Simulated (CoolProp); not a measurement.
Vapour-liquid equilibrium of R143a (1) + R1234yf (2) at 1.63 MPa; x and y are mole fractions of (1).

Values from CoolProp's multi-fluid Helmholtz-energy mixture model, Lemmon and Jacobsen 2000 and Lemmon 2022; pair parameters Bell 2016.

Task: Give the bubble temperature and the first vapour's composition at x = 0.35, 0.55, 0.85. Is there an azeotrope?

Result: x = 0.35: 322.5 K, y = 0.437; x = 0.55: 317.6 K, y = 0.636; x = 0.85: 311.2 K, y = 0.889. No azeotrope shows between x = 0.05 and 0.95.

The pair parameters rest on a limited set of measurements; away from them the model extrapolates.
